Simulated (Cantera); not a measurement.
A closed system holds: 1 mol Ti(OiPr)4, 17 mol H2O, held at 1150 K and 0.133 bar.

Method: chemical equilibrium by Gibbs-energy minimisation in Cantera with the NASA 1993 tables (ideal gas, pure condensed phases). Candidate condensed phases: C, C6H6, C7H8, C8H18, H2O, Ti, TiC, TiO, TiO2, Ti2O3, Ti3O5, Ti4O7; 113 gas species. The feed counts by its element totals alone. Gases not in the tables: TiO(OH)2. Equilibrium is a limit: real reactors are often held back by kinetics, nucleation or transport.

Base state: H2 0.599, CO 0.238, H2O 0.122, CO2 0.0408 (mole fractions); condensed: TiO2(rutile).

Q: What changes in the equilibrium state with this change: H2O from 17 to 2.9 mol?

A: 
```
species             before     after
-----------------  -------  --------
H2                   0.599     0.773
CO                   0.238     0.224
CH4                8.19e-6   0.00186
H2O                  0.122   0.00108
CO2                 0.0408  0.000264
TiO2(rutile), mol     1.00      1.00
C(graphite), mol         0      7.09
```

Q: What changes in the equilibrium state with this change: H2O from 17 to 25 mol?

A: 
```
species            before   after
-----------------  ------  ------
H2                  0.599   0.533
H2O                 0.122   0.231
CO                  0.238   0.172
CO2                0.0408  0.0629
TiO2(rutile), mol    1.00    1.00
```
